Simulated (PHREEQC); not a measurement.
Solution (25 °C): 24 mmol/kgw KH2PO4 and 0.67 mmol/kgw HCl. Closed to the air; pH follows from the charge balance.

Computed with PHREEQC (ion-association model, wateq4f.dat).

Each row changes one thing in this solution. Precipitation was switched off in this run.

```json
[
 {"case": "as made", "pH": "3.78", "ionic strength (mol/kgw)": "0.0242", "H3PO4 (mol/kgw)": "0.000495", "HPO4-2 (mol/kgw)": "1.36e-5", "KHPO4- (mol/kgw)": "3.52e-7"},
 {"case": "0.00033 mol/kgw CsOH added", "pH": "4.05", "ionic strength (mol/kgw)": "0.0245", "H3PO4 (mol/kgw)": "0.000266", "HPO4-2 (mol/kgw)": "2.58e-5", "KHPO4- (mol/kgw)": "6.66e-7"},
 {"case": "KH2PO4 from 0.024 to 0.0216 mol/kgw", "pH": "[?]", "ionic strength (mol/kgw)": "0.0218", "H3PO4 (mol/kgw)": "0.000480", "HPO4-2 (mol/kgw)": "1.12e-5", "KHPO4- (mol/kgw)": "2.67e-7"},
 {"case": "HCl from 0.00067 to 0.000737 mol/kgw", "pH": "[?]", "ionic strength (mol/kgw)": "0.0242", "H3PO4 (mol/kgw)": "0.000543", "HPO4-2 (mol/kgw)": "1.24e-5", "KHPO4- (mol/kgw)": "3.20e-7"},
 {"case": "KH2PO4 from 0.024 to 0.0264 mol/kgw", "pH": "3.81", "ionic strength (mol/kgw)": "0.0266", "H3PO4 (mol/kgw)": "0.000509", "HPO4-2 (mol/kgw)": "1.62e-5", "KHPO4- (mol/kgw)": "4.51e-7"},
 {"case": "HCl from 0.00067 to 0.00101 mol/kgw", "pH": "[?]", "ionic strength (mol/kgw)": "0.0243", "H3PO4 (mol/kgw)": "0.000736", "HPO4-2 (mol/kgw)": "8.98e-6", "KHPO4- (mol/kgw)": "2.32e-7"}
]
```

### Question
Complete the blanks.

### Answer

- KH2PO4 from 0.024 to 0.0216 mol/kgw, pH: 3.75
- HCl from 0.00067 to 0.000737 mol/kgw, pH: 3.74
- HCl from 0.00067 to 0.00101 mol/kgw, pH: 3.60

H3PO4, which wateq4f.dat lacks, is added to it with the constant of phreeqc.dat.
